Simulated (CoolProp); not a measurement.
Properties of propane along the isotherm 268.2 K (Tc = 369.9 K, pc = 4.251 MPa, ω = 0.152).

Model: reference Helmholtz-energy equation of state, Lemmon 2009, in CoolProp.

```json
[
 {"p (MPa)": "0.00672", "phase": "gas", "density (kg/m³)": "0.1331", "cv (kJ/(kg K))": "1.346", "isothermal compressibility (1/MPa)": "149.0", "expansivity (1/kK)": "3.746"},
 {"p (MPa)": "0.0127", "phase": "gas", "density (kg/m³)": "0.2518", "cv (kJ/(kg K))": "1.346", "isothermal compressibility (1/MPa)": "78.96", "expansivity (1/kK)": "3.762"},
 {"p (MPa)": "0.0242", "phase": "gas", "density (kg/m³)": "0.4811", "cv (kJ/(kg K))": "1.348", "isothermal compressibility (1/MPa)": "41.55", "expansivity (1/kK)": "3.792"},
 {"p (MPa)": "0.0458", "phase": "gas", "density (kg/m³)": "0.9150", "cv (kJ/(kg K))": "1.350", "isothermal compressibility (1/MPa)": "22.06", "expansivity (1/kK)": "3.851"},
 {"p (MPa)": "0.0868", "phase": "gas", "density (kg/m³)": "1.750", "cv (kJ/(kg K))": "[?]", "isothermal compressibility (1/MPa)": "11.75", "expansivity (1/kK)": "3.968"},
 {"p (MPa)": "0.165", "phase": "gas", "density (kg/m³)": "3.390", "cv (kJ/(kg K))": "1.365", "isothermal compressibility (1/MPa)": "[?]", "expansivity (1/kK)": "4.212"},
 {"p (MPa)": "0.312", "phase": "gas", "density (kg/m³)": "[?]", "cv (kJ/(kg K))": "1.386", "isothermal compressibility (1/MPa)": "3.482", "expansivity (1/kK)": "4.764"},
 {"p (MPa)": "0.591", "phase": "liquid", "density (kg/m³)": "[?]", "cv (kJ/(kg K))": "1.555", "isothermal compressibility (1/MPa)": "0.003479", "expansivity (1/kK)": "2.501"},
 {"p (MPa)": "1.12", "phase": "liquid", "density (kg/m³)": "536.5", "cv (kJ/(kg K))": "1.555", "isothermal compressibility (1/MPa)": "0.003411", "expansivity (1/kK)": "2.469"},
 {"p (MPa)": "2.13", "phase": "liquid", "density (kg/m³)": "538.3", "cv (kJ/(kg K))": "1.556", "isothermal compressibility (1/MPa)": "0.003289", "expansivity (1/kK)": "[?]"}
]
```

Question: Fill in the missing entries.

Answer: 
- 0.0868, cv (kJ/(kg K)): 1.355
- 0.165, isothermal compressibility (1/MPa): 6.307
- 0.312, density (kg/m³): 6.662
- 0.591, density (kg/m³): 535.5
- 2.13, expansivity (1/kK): 2.411
